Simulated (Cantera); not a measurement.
Input: 1 mol Si, 0.0041 mol O2, 1.9 mol H2, held at 14.0 mbar.

Method: chemical equilibrium by Gibbs-energy minimisation in Cantera with the NASA 1993 tables (ideal gas, pure condensed phases). Candidate condensed phases: H2O, Si, SiO2; 18 gas species. Equilibrium is a limit: real reactors are often held back by kinetics, nucleation or transport. All values below are at 1423 K.

Base state: H2 0.996, SiO 0.00430, H 5.60e-5 (mole fractions); condensed: Si(s).

Question: What changes in the equilibrium state with this change: O2 from 0.0041 to 0.53 mol?

Answer: 
| species | before | after |
|---|---|---|
| H2 | 0.996 | 0.992 |
| SiO | 0.00430 | 0.00842 |
| H | 5.60e-5 | 5.59e-5 |
| Si(s), mol | 0.992 | 0.462 |
| SiO2(β-quartz), mol | 0 | 0.522 |
Mutual solubility and eutectic melting of coexisting phases are not modelled. The tables hold silica as quartz up to 1696 K and as liquid above; real silica turns to tridymite and cristobalite and melts near 1996 K.
